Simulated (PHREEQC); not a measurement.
1.9 g of hydrous ferric oxide (600 m²/g; 0.2 weak and 0.005 strong sites per Fe, Dzombak-Morel constants, diffuse double layer) in 1 kg of water with 0.3 mol/kgw of an inert sodium salt and 1.9e-05 mol NaF, at 25 °C; the pH is set by adding NaOH or the inert anion's acid. Oxygen alone is held at its pressure in air (log pO2 = -0.68). CO2 from the air is kept out. Precipitation was switched off in this run.

Base run: PHREEQC, ion-association model, wateq4f.dat. Each further column changes one thing. The table gives F sorbed (%).

```
pH   base  background salt from 0.3 to 0.03 mol/kgw  oxide from 1.9 to 9.5 g/kgw
---  ----  ----------------------------------------  ---------------------------
3    82.8                                      97.8                         95.9
3.5  87.4                                       ___                         97.2
4    88.5                                       ___                         97.4
4.5  87.7                                      97.8                         97.2
5    84.8                                       ___                         96.5
5.5  78.8                                      93.4                          ___
6    68.5                                       ___                         91.6
6.5  53.5                                      74.1                         85.2
7    35.8                                       ___                         73.6
7.5  20.1                                      29.5                         55.8
8     9.8                                       ___                         35.1
8.5   4.3                                       5.0                         18.5
9     1.9                                       1.9                          8.7
```

### Question
Some entries are withheld; supply them.

### Answer

- 3.5, background salt from 0.3 to 0.03 mol/kgw: 98.5
- 4, background salt from 0.3 to 0.03 mol/kgw: 98.4
- 5, background salt from 0.3 to 0.03 mol/kgw: 96.4
- 5.5, oxide from 1.9 to 9.5 g/kgw: 94.9
- 6, background salt from 0.3 to 0.03 mol/kgw: 87.0
- 7, background salt from 0.3 to 0.03 mol/kgw: 53.0
- 8, background salt from 0.3 to 0.03 mol/kgw: 13.0

The oxide is taken as insoluble; below pH 4 it would dissolve.
